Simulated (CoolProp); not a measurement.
Values from CoolProp's reference Helmholtz-energy equation of state, Lemmon 2013.

Task: Give the vapour pressure (MPa), vapour density (kg/m³), liquid cp (kJ/(kg K)), liquid viscosity (µPa s) of saturated propylene at 269 K.

Result: 
```tsv
T (K)	p (MPa)	vapour density (kg/m³)	liquid cp (kJ/(kg K))	liquid viscosity (µPa s)
269	0.515	10.9	2.41	125
```

Viscosity comes from a separate model (Huber 2003), an estimate that may be off by 10 % or more.
